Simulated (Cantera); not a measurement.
**Thermodynamics of halide evaporation, hydrolysis and transport, feed CaCl2 + N2**

Charge: 1 mol CaCl2, 12 mol N2, at 0.000230 bar.

Cantera equilibrium calculation (NASA polynomials, part measured and part estimated; ideal gas, pure solids and liquids). Candidate condensed phases: Ca, CaCl2; 8 gas species. Kinetics and transport are ignored.

| T (°C) | x N2 | x CaCl2 | x Cl | x CaCl | n CaCl2(l) |
|---|---|---|---|---|---|
| 875 | 0.991 | 0.00864 | 4.96e-8 | 4.95e-8 | 0.895 |
| 925 | 0.971 | 0.0290 | 2.63e-7 | 2.63e-7 | 0.641 |
| 975 | 0.923 | 0.0769 | 1.14e-6 | 1.14e-6 | 0 |
| 1025 | 0.923 | 0.0769 | 2.82e-6 | 2.81e-6 | 0 |
| 1075 | 0.923 | 0.0769 | 6.51e-6 | 6.46e-6 | 0 |
| 1125 | 0.923 | 0.0769 | 1.42e-5 | 1.40e-5 | 0 |
| 1175 | 0.923 | 0.0769 | 2.93e-5 | 2.87e-5 | 0 |
| 1225 | 0.923 | 0.0769 | 5.77e-5 | 5.60e-5 | 0 |
| 1275 | 0.923 | 0.0768 | 0.000109 | 0.000104 | 0 |
x: gas mole fraction; n: condensed amount in mol.

From 875 °C to 925 °C the condensed part is CaCl2(l). From 975 °C to 1275 °C nothing is condensed. The main Ca-bearing gas is CaCl2 throughout.
